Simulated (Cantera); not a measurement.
An isothermal, constant-pressure homogeneous reactor starts with H2 : O2 : N2 = 0.69 : 1 : 8.6 (molar parts), at 1200 K and 13300 Pa.

Computed with Cantera and the H2/O2 subset of GRI-Mech 3.0, which has no nitrogen chemistry. The temperature is held fixed by assumption; the heat of reaction is taken as removed at once.

x: mole fraction; the columns are a selection and need not sum to one.

```
t (s)         x H2    x O2       x H    x H2O2     x HO2
--------  --------  ------  --------  --------  --------
9.00e-6     0.0671  0.0972  5.15e-10    <1e-12  5.40e-10
3.00e-5     0.0671  0.0972   1.97e-9  1.46e-12   1.81e-9
9.97e-5     0.0671  0.0972   1.89e-8  1.63e-11   6.36e-9
0.000332    0.0670  0.0972   8.43e-6  6.19e-10   2.40e-7
0.00110    0.00491  0.0664    0.0209   3.85e-7   5.30e-6
0.00368    0.00148  0.0655   0.00273   5.23e-7   5.04e-6
0.0122    0.000122  0.0657   5.57e-5   2.65e-7   2.28e-6
0.0407     9.22e-6  0.0658   1.23e-6   5.85e-8   3.60e-7
0.136          ___  0.0659       ___       ___       ___
0.451      2.51e-7  0.0659   6.81e-9   3.40e-9   1.39e-8
1.50       6.36e-8  0.0659  9.03e-10  9.69e-10   4.42e-9
5.00           ___  0.0659  1.56e-10  3.15e-10       ___
```

Fill in the missing entries.


- 0.136, x H2: 1.24e-6
- 0.136, x H: 6.90e-8
- 0.136, x H2O2: 1.32e-8
- 0.136, x HO2: 6.08e-8
- 5.00, x H2: 1.95e-8
- 5.00, x HO2: 2.73e-9
